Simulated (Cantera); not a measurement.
An isothermal, constant-pressure homogeneous reactor starts with NO : N2 = 1 : 0.51 (molar parts), at 2125 K and 210 Torr. Integrator tolerance rtol = 1e-08.

Detailed kinetics in Cantera: GRI-Mech 3.0 (53 species, 325 reactions).

What does this change do: NO 1 to 6.9 parts?


```json
[
 {"quantity": "x(NO) at 3.00 s", "before": "0.0163 (gas-phase equilibrium 0.0121)", "after": "0.0173 (gas-phase equilibrium 0.0128)"},
 {"quantity": "x(N2) at 3.00 s", "before": "0.660 (gas-phase equilibrium 0.662)", "after": "0.525 (gas-phase equilibrium 0.527)"},
 {"quantity": "x(NO2) at 3.00 s", "before": "1.51e-5 (gas-phase equilibrium 1.12e-5)", "after": "1.91e-5 (gas-phase equilibrium 1.42e-5)"},
 {"quantity": "x(O) at 3.00 s", "before": "0.00178 (gas-phase equilibrium 0.00179)", "after": "0.00212 (gas-phase equilibrium 0.00212)"},
 {"quantity": "x(O2) at 3.00 s", "before": "0.322 (gas-phase equilibrium 0.324)", "after": "0.455 (gas-phase equilibrium 0.458)"}
]
```
